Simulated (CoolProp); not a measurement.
Saturation properties of dimethyl carbonate.

Computed with CoolProp (reference Helmholtz-energy equation of state, Zhou 2011).

```json
[
 {"T (°C)": "161.95", "p (MPa)": "0.6481", "liquid density (kg/m³)": "863.0", "surface tension (mN/m)": "9.98"},
 {"T (°C)": "169.45", "p (MPa)": "0.7565", "liquid density (kg/m³)": "850.1", "surface tension (mN/m)": "9.14"},
 {"T (°C)": "176.95", "p (MPa)": "0.8781", "liquid density (kg/m³)": "836.9", "surface tension (mN/m)": "8.32"},
 {"T (°C)": "184.45", "p (MPa)": "1.014", "liquid density (kg/m³)": "823.2", "surface tension (mN/m)": "7.52"},
 {"T (°C)": "191.95", "p (MPa)": "1.165", "liquid density (kg/m³)": "809.1", "surface tension (mN/m)": "6.74"},
 {"T (°C)": "199.35", "p (MPa)": "1.331", "liquid density (kg/m³)": "794.7", "surface tension (mN/m)": "6.00"},
 {"T (°C)": "206.85", "p (MPa)": "1.517", "liquid density (kg/m³)": "779.4", "surface tension (mN/m)": "5.27"},
 {"T (°C)": "214.35", "p (MPa)": "1.721", "liquid density (kg/m³)": "763.4", "surface tension (mN/m)": "4.57"},
 {"T (°C)": "221.85", "p (MPa)": "1.947", "liquid density (kg/m³)": "746.5", "surface tension (mN/m)": "3.90"},
 {"T (°C)": "229.35", "p (MPa)": "2.194", "liquid density (kg/m³)": "728.4", "surface tension (mN/m)": "3.26"},
 {"T (°C)": "236.85", "p (MPa)": "2.466", "liquid density (kg/m³)": "708.9", "surface tension (mN/m)": "2.65"}
]
```

It boils at 90.1 °C under 1 atm.

Surface tension comes from a separate correlation (Mulero 2014).
